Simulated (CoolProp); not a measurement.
Aqueous lithium chloride as a coolant, at 24 °C, 1 atm.

Model: Melinder's fits for secondary coolants, in CoolProp.

| mass % | freezing point (°C) | cp (kJ/(kg K)) | conductivity (W/(m K)) | density (kg/m³) | Prandtl number |
|---|---|---|---|---|---|
| 4.5 | -4.4 | 3.941 | 0.593 | 1023 | 7.09 |
| 6.6 | -7.1 | 3.837 | 0.588 | 1035 | 7.47 |
| 8.7 | -10.1 | 3.737 | 0.583 | 1047 | 7.90 |
| 10.8 | -13.6 | 3.642 | 0.578 | 1059 | 8.38 |
| 12.9 | -18.1 | 3.551 | 0.573 | 1072 | 8.93 |
| 15 | -23.9 | 3.464 | 0.568 | 1084 | 9.56 |
| 17.1 | -31.3 | 3.382 | 0.564 | 1097 | 10.3 |
| 19.2 | -40.2 | 3.307 | 0.560 | 1109 | 11.1 |
| 21.4 | -50.6 | 3.239 | 0.555 | 1123 | 12.0 |
